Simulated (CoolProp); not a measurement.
Isopentane along the isobar 0.581 MPa: Z from the reference equation and from simpler models built on Tc = 460.3 K, pc = 3.378 MPa, ω = 0.227; each cubic takes its own stable root.

Computed with CoolProp (reference Helmholtz-energy equation of state, Lemmon 2006). It is a short technical equation, of lower accuracy than the large ones.

```json
[
 {"T (K)": "180.9", "phase": "liquid", "reference": "0.03845"},
 {"T (K)": "189.5", "phase": "liquid", "reference": "0.03710"},
 {"T (K)": "198", "phase": "liquid", "reference": "0.03589"},
 {"T (K)": "206.5", "phase": "liquid", "reference": "0.03479"},
 {"T (K)": "215.1", "phase": "liquid", "reference": "0.03377"},
 {"T (K)": "223.6", "phase": "liquid", "reference": "0.03285"},
 {"T (K)": "232.2", "phase": "liquid", "reference": "0.03200"},
 {"T (K)": "240.7", "phase": "liquid", "reference": "0.03123"}
]
```

Task: How far does each simpler model (van der Waals, Redlich-Kwong, Soave-Redlich-Kwong, Peng-Robinson) lie from the reference over these 8 states: mean and median of the absolute difference, and the worst?

Result: 
- van der Waals: mean 63.2 %, median 63.1 %, worst +64.1 % at 180.9 K and 0.581 MPa
- Redlich-Kwong: mean 9.8 %, median 9.7 %, worst +10.2 % at 180.9 K and 0.581 MPa
- Soave-Redlich-Kwong: mean 8.3 %, median 8.3 %, worst +9.3 % at 180.9 K and 0.581 MPa
- Peng-Robinson: mean 3.6 %, median 3.6 %, worst -4.4 % at 240.7 K and 0.581 MPa
